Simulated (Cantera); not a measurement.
What does this Cantera script print?

```python
import numpy as np
import cantera as ct

gas_names = """
    TaO2 N2O N2
""".split()
cond_names = """
    Ta2O5(s) Ta2O5(L)
""".split()


# ... load() reads the species with a 1 bar reference pressure and builds the phases ...
species = {s.name: s for s in load("nasa_gas.yaml", gas_names) + load("nasa_condensed.yaml", cond_names)}
# Each term lists the table entries of one substance; the one whose range holds T is used.
reactions = {
    '2 TaO2(g) + N2O(g) = N2(g) + Ta2O5':
        [(-2, ['TaO2']), (-1, ['N2O']), (1, ['N2']), (1, ['Ta2O5(s)', 'Ta2O5(L)'])],
}


def pick(names, T):
    return next(species[n] for n in names if species[n].thermo.min_temp <= T <= species[n].thermo.max_temp)


results = []
for label, terms in reactions.items():
    print(label)
    print("     T/K   dH/kJ  dS/(J/K)   dG/kJ   log10 K")
    for T in [300, 1673, 1773, 1873, 1973, 2073, 2173, 2273]:
        used = [(nu, pick(names, T)) for nu, names in terms]
        dH = sum(nu * s.thermo.h(T) for nu, s in used) / 1e6
        dS = sum(nu * s.thermo.s(T) for nu, s in used) / 1e3
        dG = dH - T * dS / 1e3
        logK = -dG * 1e6 / (ct.gas_constant * T * np.log(10))
        results.append((label, T, dH, dS, dG, logK, [s.name for _, s in used]))
        print(f"{T:8g} {dH:8.1f} {dS:8.1f} {dG:8.1f} {logK:8.2f}")
```

It prints:

```
2 TaO2(g) + N2O(g) = N2(g) + Ta2O5
     T/K   dH/kJ  dS/(J/K)   dG/kJ   log10 K
     300  -1725.9   -445.5  -1592.2   277.22
    1673  -1660.8   -368.8  -1043.8    32.59
    1773  -1655.2   -365.6  -1007.1    29.67
    1873  -1649.6   -362.5   -970.7    27.07
    1973  -1643.9   -359.5   -934.6    24.74
    2073  -1517.4   -298.0   -899.7    22.67
    2173  -1507.3   -293.2   -870.1    20.92
    2273  -1497.2   -288.7   -841.1    19.33
```

Cantera with NASA thermochemical tables; ideal gases at 1 bar, condensed phases pure. Condensed species are held in their standard states even where they would react or evaporate.
